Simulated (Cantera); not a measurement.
A perfectly stirred reactor is fed with 0.446 % CO, 4.46 % O₂, 0.104 % H₂O, 94.8 % N₂, 0.180 % CH₄, equivalence ratio 0.13, at 170000 Pa; it is held at 1425 K, and followed from long to short residence time.

Cantera simulation using GRI-Mech 3.0 (53 species, 325 reactions); the numbers are that mechanism's predictions, not measurements.

One state of this run: x CO = 0.000645; x O₂ = 0.0391; x H₂O = 0.00457; x NO = 8.55e-7; x H = 6.14e-6; x O = 9.59e-5; x CO₂ = 0.00561. x: mole fraction; the columns are a selection and need not sum to one.

Which value of τ (s) does it belong to?
A) 7.9
B) 0.0024
C) 0.0065
D) 0.018

D, 0.018
